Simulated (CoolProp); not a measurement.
Vapour-liquid equilibrium of R143a (1) + R236FA (2) at 0.819 MPa; x and y are mole fractions of (1).

Values from CoolProp's multi-fluid Helmholtz-energy mixture model, Lemmon and Jacobsen 2000 and Pan 2012; pair parameters Bell 2016.

| x | bubble temperature (°C) | y at the bubble point | dew temperature at overall composition x (°C) | liquid density (mol/L) |
|---|---|---|---|---|
| 0.05 | 59.2 | 0.115 | 61.2 | 8.182 |
| 0.15 | 52.2 | 0.318 | 58.0 | 8.550 |
| 0.25 | 45.5 | 0.483 | 54.6 | 8.924 |
| 0.35 | 39.3 | 0.616 | 51.0 | 9.302 |
| 0.45 | 33.4 | 0.721 | 46.9 | 9.683 |
| 0.55 | 28.1 | 0.803 | 42.5 | 10.07 |
| 0.65 | 23.2 | 0.868 | 37.5 | 10.45 |
| 0.75 | 18.7 | 0.917 | 31.6 | 10.84 |
| 0.85 | 14.7 | 0.956 | 24.6 | 11.22 |
| 0.95 | 11.0 | 0.987 | 15.4 | 11.61 |

No azeotrope shows between x = 0.05 and 0.95.

The pair parameters rest on a limited set of measurements; away from them the model extrapolates.
